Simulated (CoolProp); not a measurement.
Vapour-liquid equilibrium of CH2F2 (R32) (1) + R134a (2) at 223.7 K; x and y are mole fractions of (1).

Computed with CoolProp (multi-fluid Helmholtz-energy mixture model, Tillner-Roth 1997 and Tillner-Roth 1994; pair parameters Lemmon 2004).

| x | bubble pressure (bar) | y at the bubble point | dew pressure at overall composition x (bar) | liquid density (mol/L) |
|---|---|---|---|---|
| 0.05 | 0.3487 | 0.169 | 0.3161 | 14.44 |
| 0.2 | 0.4785 | 0.484 | 0.3583 | 15.35 |
| 0.35 | 0.6034 | 0.662 | 0.4134 | 16.38 |
| 0.5 | 0.7254 | 0.780 | 0.4877 | 17.57 |
| 0.65 | 0.8463 | 0.865 | 0.5929 | 18.94 |
| 0.8 | 0.9678 | 0.931 | 0.7510 | 20.55 |
| 0.95 | 1.091 | 0.984 | 1.008 | 22.47 |

No azeotrope shows between x = 0.05 and 0.95.

Pair parameters are fitted to limited data, so mixtures are less certain than the pure fluids.
